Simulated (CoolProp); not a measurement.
A simple Rankine cycle with isobutane: condensing at 305.15 K, boiler at 2.3 MPa, turbine inlet 386.1 K, turbine efficiency 0.8, pump efficiency 0.8, no recuperator. Each further row changes one setting.

The numbers come from the reference Helmholtz-energy equation of state, Bücker 2006 in CoolProp.

| case | thermal efficiency (%) | net work (kJ/kg) | heat in (kJ/kg) | turbine exit temperature (K) | volume ratio over the turbine |
|---|---|---|---|---|---|
| as stated | 12.0 | 50.0 | 418 | 330.0 | 6.51 |
| turbine inlet 406.1 K | 12.0 | 57.0 | 474 | 355.3 | 6.02 |
| condensing temperature 297.15 K | 13.2 | 57.6 | 437 | 324.4 | 8.18 |
| boiler pressure 1.61 MPa | 10.0 | 44.9 | 448 | 347.9 | 4.01 |
| turbine efficiency 0.7 | 10.3 | 43.3 | 418 | 333.6 | 6.61 |
